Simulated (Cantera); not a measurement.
A Cantera script and what it prints.

```python
import numpy as np
import cantera as ct

gas_names = """
    C CH CH2 CH3 CH2OH CH3O CH4 CH3OH CN CO CO2 COOH C2 C2H CHCO,ketyl C2H2,acetylene C2H2,vinylidene
    CH2CO,ketene C2H3,vinyl CH3CN CH3CO,acetyl C2H4 C2H4O,ethylen CH3CHO,ethanal CH3COOH (HCOOH)2 C2H5
    C2H6 CH3OCH3 C2H5OH CCN CNC C2N2 C2O C3 C3H3,propargyl C3H4,allene C3H4,propyne C3H4,cyclo-
    C3H5,allyl C3H6,propylene C3H6,cyclo- C3H6O C3H7,n-propyl C3H7,i-propyl C3H8 C3H8O,1propanol
    C3H8O,2propanol C3O2 C4 C4H2 C4H4,1,3-cyclo- C4H6,butadiene C4H6,2-butyne C4H6,cyclo- C4H8,1-butene
    C4H8,cis2-buten C4H8,tr2-butene C4H8,isobutene C4H8,cyclo- (CH3COOH)2 C4H9,n-butyl C4H9,i-butyl
    C4H9,s-butyl C4H9,t-butyl C4H10,isobutane C4H10,n-butane C4N2 C5 C5H6,1,3cyclo- C5H8,cyclo-
    C5H10,1-pentene C5H10,cyclo- C5H11,pentyl C5H11,t-pentyl C5H12,n-pentane C5H12,i-pentane
    CH3C(CH3)2CH3 C6H2 C6H5,phenyl C6H5O,phenoxy C6H6 C6H5OH,phenol C6H10,cyclo- C6H12,1-hexene
    C6H12,cyclo- C6H13,n-hexyl C7H7,benzyl C7H8 C7H8O,cresol C7H14,1-heptene C7H15,n-heptyl
    C7H16,n-heptane C8H8,styrene C8H10,ethylbenz C8H16,1-octene C8H17,n-octyl C8H18,isooctane
    C8H18,n-octane C9H19,n-nonyl C10H8,naphthale C10H21,n-decyl C12H9,o-bipheny C12H10,bipheny H HCN HCO
    HCCN HNC HNCO HNO HNO2 HNO3 HO2 H2 HCHO,formaldehy HCOOH H2O H2O2 N NCO NH NH2 NH3 NH2OH NO NO2 NO3
    N2 N2H2 N2H4 N2O O OH O2 O3 Pb PbO Pb2
""".split()
cond_names = """
    C(gr) C6H6(L) C7H8(L) C8H18(L),n-octa H2O(s) H2O(L) Pb(cr) Pb(L) PbO(rd) PbO(yw) PbO(L) PbO2(s)
    Pb3O4(s)
""".split()


def load(file, names, dense=False):
    # The tables refer to 1 bar. Condensed volumes are neglected.
    table = {s.name: s for s in ct.Species.list_from_file(file)}
    out = []
    for n in names:
        d = dict(table[n].input_data)
        d["thermo"] = dict(d["thermo"], **{"reference-pressure": 1e5})
        if dense:
            d["equation-of-state"] = {"model": "constant-volume", "density": "1e6 g/cm^3"}
        out.append(ct.Species.from_dict(d))
    return out


gas = ct.Solution(thermo="ideal-gas", species=load("nasa_gas.yaml", gas_names))
cond = {s.name: ct.Solution(thermo="fixed-stoichiometry", species=[s], name=s.name)
        for s in load("nasa_condensed.yaml", cond_names, dense=True)}
atoms = {
    'PbO': {'Pb': 1, 'O': 1},
    'CH4': {'C': 1, 'H': 4},
    'N2': {'N': 2},
}
top_T = {'C(gr)': 4500, 'Pb3O4(s)': 820}  # K; cautious upper limits of use, not melting points


def equilibrate(T, P, feed):
    n = {}
    for name, mol in feed.items():
        for a, k in atoms[name].items():
            n[a] = n.get(a, 0.0) + k * mol
    gas.TPX = T, P, n
    mass = sum(n.values()) * gas.mean_molecular_weight
    gas.equilibrate("TP")
    valid = [c for c in cond.values() if c.min_temp <= T <= top_T.get(c.name, c.max_temp)]
    mix = ct.Mixture([(gas, mass / gas.mean_molecular_weight)] + [(c, 0.0) for c in valid])
    mix.T, mix.P = T, P
    mix.equilibrate("TP", solver="vcs", rtol=1e-11, max_steps=5000)
    return mix


results = []
feed = {'PbO': 1, 'CH4': 0.77, 'N2': 2.3}  # mol
T = 1198.15  # K
P = 240  # Pa
mix = equilibrate(T, P, feed)
results.append((T, P, feed, dict(zip(mix.species_names, mix.species_moles))))
x = sorted(zip(gas.X, gas.species_names), reverse=True)
print(f"T = {T:g} K  P = {P:g} Pa  gas = {mix.phase_moles(0):.4g} mol")
print("   x: " + "  ".join(f"{s} {v:.3e}" for v, s in x if v > 1e-05))
print("   condensed (mol): " + ("  ".join(f"{mix.phase(i).name} {mix.phase_moles(i):.4g}"
      for i in range(1, mix.n_phases) if mix.phase_moles(i) > 1e-12) or "none"))
```

It prints:

```
T = 1198.15 K  P = 240 Pa  gas = 5.61 mol
   x: N2 4.100e-01  H2 2.447e-01  Pb 1.782e-01  CO 1.260e-01  H2O 2.977e-02  CO2 1.122e-02
   condensed (mol): none
```

Method: chemical equilibrium by Gibbs-energy minimisation in Cantera with the NASA 1993 tables (ideal gas, pure condensed phases).
